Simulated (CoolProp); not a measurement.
n-perfluorobutane along the isotherm 278 K: Z from the reference equation and from simpler models built on Tc = 386.3 K, pc = 2.322 MPa, ω = 0.372; each cubic takes its own stable root.

Values from CoolProp's reference Helmholtz-energy equation of state, Gao 2022.

```
p (MPa)   phase  reference
-------  ------  ---------
0.0774      gas     0.9669
0.155    liquid    0.01016
0.232    liquid    0.01520
0.31     liquid    0.02030
0.387    liquid    0.02534
0.464    liquid    0.03037
0.542    liquid    0.03547
0.619    liquid    0.04049
0.697    liquid    0.04558
0.774    liquid    0.05060
0.852    liquid    0.05569
0.929    liquid    0.06070
1.01     liquid    0.06597
1.08     liquid    0.07053
1.16     liquid    0.07573
```

Q: How far does each simpler model (van der Waals, Redlich-Kwong, Soave-Redlich-Kwong, Peng-Robinson) lie from the reference over these 15 states: mean and median of the absolute difference, and the worst?

A: 
- van der Waals: mean 1755.5 %, median 62.5 %, worst +9303.5 % at 278 K and 0.155 MPa
- Redlich-Kwong: mean 1011.6 %, median 12.4 %, worst +9153.0 % at 278 K and 0.155 MPa
- Soave-Redlich-Kwong: mean 5.5 %, median 5.8 %, worst +6.0 % at 278 K and 0.155 MPa
- Peng-Robinson: mean 6.1 %, median 6.5 %, worst -6.6 % at 278 K and 1.16 MPa

At some of these states van der Waals, Redlich-Kwong gives the other phase, because its saturation line lies elsewhere.
